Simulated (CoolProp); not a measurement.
Vapour-liquid equilibrium of R114 (1) + n-heptane (2) at 285 K; x and y are mole fractions of (1).

The numbers come from the multi-fluid Helmholtz-energy mixture model, Platzer 1990 and Span 2003; pair parameters Bell 2016 in CoolProp. This equation is an older, rougher fit; its heat capacities, sound speeds and derivatives of the liquid may be far off and weren't checked against measurements.

```csv
x,"bubble pressure, mixture model (MPa)","bubble pressure, Raoult's law (MPa)","y, mixture model","y, Raoult's law"
0.05,0.01470,0.009764,0.801,0.704
0.2,0.04549,0.02992,0.944,0.919
0.35,0.06902,0.05007,0.968,0.960
0.5,0.08655,0.07022,0.978,0.978
0.65,0.1008,0.09037,0.984,0.988
0.8,0.1146,0.1105,0.990,0.994
0.95,0.1309,0.1307,0.997,0.999
```

The largest gap from Raoult's law is +52.0 % in bubble pressure, at x = 0.2. No azeotrope shows between x = 0.05 and 0.95.

The pair parameters rest on a limited set of measurements; away from them the model extrapolates. With so large a gap from Raoult's law the liquid may split in two, which this calculation doesn't test in full.
